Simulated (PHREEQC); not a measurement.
**Acid rinse or clean (model solution)**

Dissolve 0.0022 mol/kgw H2SO4 and 0.2 mol/kgw NaCl at 87 °C. Closed to the air; pH follows from the charge balance.

Equilibrium calculation in PHREEQC: Pitzer model, pitzer.dat.

```json
{
  "pH": "2.56",
  "ionic_strength": "0.205 mol/kgw",
  "activity_of_water": "0.993",
  "specific_conductance": "55900 µS/cm",
  "density": "0.975 g/cm³",
  "osmotic_coefficient": "0.915",
  "total_alkalinity": "-4.40 meq/kg"
}
```

| species | molality | activity | log γ |
|---|---|---|---|
| Cl- | 0.200 | 0.138 | -0.160 |
| Na+ | 0.200 | 0.144 | -0.144 |
| H+ | 0.00371 | 0.00275 | -0.130 |
| SO4-2 | 0.00151 | 0.000277 | -0.736 |
| HSO4- | 0.000691 | 0.000475 | -0.162 |

No solid was allowed to form. Complexes and solids missing from the database can't appear. Away from 25 °C the constants follow the database's enthalpies or fits; those with neither stay at their 25 °C values.
